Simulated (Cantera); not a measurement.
A perfectly stirred reactor is fed with 7.39 % CO, 2.36 % H2, 8.27 % O2, 82.0 % N2, equivalence ratio 0.59, at 630 Torr; it is adiabatic with a 700 K inlet, and is followed from long to short residence time, starting on the burning branch (τ in s: 0.12, 0.048, 0.02, 0.0082, 0.0034, 0.0014, 0.00058, 0.00024, 0.0001, 4.1e-05, 1.7e-05).

Computed with Cantera and GRI-Mech 3.0 (53 species, 325 reactions).

Q: Predict: blow-out, bracketed by the residence times tried; x(CO) at τ = 0.120 s; x(H2) at τ = 0.120 s; x(O2) at τ = 0.120 s; x(H2O2) at τ = 0.120 s; x(NO) at τ = 0.120 s; x(CO) at τ = 1.40 ms; x(H2) at τ = 1.40 ms; x(O2) at τ = 1.40 ms; x(H2O2) at τ = 1.40 ms; x(NO) at τ = 1.40 ms.

A: 
```
Property                                                                        Value
------------------------------------------------  -----------------------------------
blow-out, bracketed by the residence times tried  burning at 1.40 ms, out at 0.580 ms
x(CO) at τ = 0.120 s                                                          0.00126
x(H2) at τ = 0.120 s                                                          9.79e-5
x(O2) at τ = 0.120 s                                                           0.0361
x(H2O2) at τ = 0.120 s                                                        1.01e-7
x(NO) at τ = 0.120 s                                                          7.43e-6
x(CO) at τ = 1.40 ms                                                           0.0230
x(H2) at τ = 1.40 ms                                                          0.00129
x(O2) at τ = 1.40 ms                                                           0.0464
x(H2O2) at τ = 1.40 ms                                                        8.85e-7
x(NO) at τ = 1.40 ms                                                          4.28e-6
```
